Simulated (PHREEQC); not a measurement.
Consider water at 15 °C with 0.035 mol HF, 0.042 mol NaF and 3e-07 mol H4SiO4 per kg of water. Closed to the air; pH follows from the charge balance.

Model: ion-association model, phreeqc.dat, run in PHREEQC.

Precipitation was switched off in this run.

### Question
Order these F species by the share of F that they hold, largest first: NaF, F-, HF, HF2-.

### Answer
F- (50 %), HF (39 %), HF2- (10 %), NaF (0.81 %)

The pH is 3.12 and the ionic strength 0.0423 mol/kgw. SiF6-2 is the database's only silicon fluoride.
